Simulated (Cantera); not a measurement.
A freely propagating, adiabatic, planar premixed flame of 17.8 % CH₃OH, 20.5 % O₂, 61.7 % N₂, equivalence ratio 1.3, unburnt at 475 K and 1.00 bar; mixture-averaged transport, grid criteria slope 0.08 and curve 0.16, no radiation.

Detailed kinetics in Cantera: GRI-Mech 3.0 (53 species, 325 reactions). GRI-Mech 3.0 was tuned for natural gas; its chemistry of methanol as a main component is partial and can be far from experiment. Burning velocities carry a grid error of a few per cent, more on coarse grids.

Task: Predict: laminar burning velocity; thermal thickness; peak x(O); peak x(C₂H₆).

Result: 
```
Item                         Value
------------------------  --------
laminar burning velocity  133 cm/s
thermal thickness         0.206 mm
peak x(O)                  0.00381
peak x(C₂H₆)               1.52e-6
```
